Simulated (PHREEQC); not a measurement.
HCl is added in steps, without added water, to 1 kg of water holding 1.4 mmol/kgw KH2PO4 and 30 mmol/kgw NaF, at 25 °C. Oxygen is held at 0.21 atm. The system is closed to CO2. No solid was allowed to form.

Base run: PHREEQC, ion-association model, wateq4f.dat. Each further column changes one thing. The table gives pH.

| HCl added (mol) | base | diluted 100-fold with water | diluted 5-fold with water | diluted 10-fold with water | solids may form |
|---|---|---|---|---|---|
| 0 | 5.75 | ? | ? | 5.87 | 5.75 |
| 0.003 | 4.11 | ? | ? | 2.96 | 4.11 |
| 0.0075 | 3.63 | 2.18 | ? | 2.35 | 3.63 |
| 0.012 | 3.34 | 1.97 | 2.23 | 2.08 | 3.34 |
| 0.015 | 3.17 | 1.88 | 2.08 | 1.96 | 3.17 |
| 0.018 | 3.02 | 1.80 | 1.96 | 1.87 | 3.02 |
| 0.0225 | 2.79 | 1.71 | ? | 1.76 | 2.79 |
| 0.027 | 2.56 | 1.63 | 1.73 | 1.68 | 2.56 |
| 0.03 | 2.41 | 1.59 | 1.68 | 1.63 | 2.41 |

Task: Some entries are withheld; supply them.

Result: 
- 0, diluted 100-fold with water: 6.12
- 0, diluted 5-fold with water: 5.82
- 0.003, diluted 100-fold with water: 2.58
- 0.003, diluted 5-fold with water: 3.30
- 0.0075, diluted 5-fold with water: 2.60
- 0.0225, diluted 5-fold with water: 1.83

wateq4f.dat counts part of the HF as a dimer, H2F2, which phreeqc.dat doesn't know; its constant is uncertain. H3PO4, which wateq4f.dat lacks, is added to it with the constant of phreeqc.dat. Solids allowed in the column 'solids may form': Halite.
